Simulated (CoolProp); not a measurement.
CH3F (R41) along the isotherm 151.85 °C: density (kg/m³) from the reference equation and from simpler models built on Tc = 44.1 °C, pc = 5906 kPa, ω = 0.200; each cubic takes its own stable root.

Values from CoolProp's reference Helmholtz-energy equation of state, Lemmon 2006. It is a short technical equation, of lower accuracy than the large ones.

```
p (kPa)          phase   reference  Redlich-Kwong  Soave-Redlich-Kwong  Peng-Robinson
-------  -------------  ----------  -------------  -------------------  -------------
886                gas       8.726          8.718                8.687          8.723
1770               gas       17.83          17.80                17.67          17.81
2660               gas       27.43          27.37                27.04          27.38
3540               gas  (withheld)          37.27                36.64          37.24
4430               gas       47.88          47.75                46.70          47.66
5320               gas  (withheld)          58.74                57.11          58.51
6200     supercritical       70.32     (withheld)                67.75          69.66
7090     supercritical       82.40          82.16                78.86          81.36
7970     supercritical       94.88          94.60                90.15          93.33
8860     supercritical       108.1          107.7           (withheld)     (withheld)
```

### Question
Complete the blanks.

### Answer

- 3540, reference: 37.36
- 5320, reference: 58.90
- 6200, Redlich-Kwong: 70.12
- 8860, Soave-Redlich-Kwong: 101.9
- 8860, Peng-Robinson: 105.8
